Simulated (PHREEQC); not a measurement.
A solution holds 0.18 mol HCl and 0.0032 mol Al2(SO4)3 per kg of water, at 25 °C. Closed to the air; pH follows from the charge balance.

Equilibrium calculation in PHREEQC: ion-association model, wateq4f.dat.

Problem. The ionic strength comes out as 0.207 mol/kgw. What activity coefficients do Al+3, SO4-2, Al(SO4)2-, Cl-, AlSO4+ get?

Solution. Al+3 0.13, SO4-2 0.29, Al(SO4)2- 0.73, Cl- 0.71, AlSO4+ 0.73.

No solid was allowed to form. Species that the database lacks are ignored.
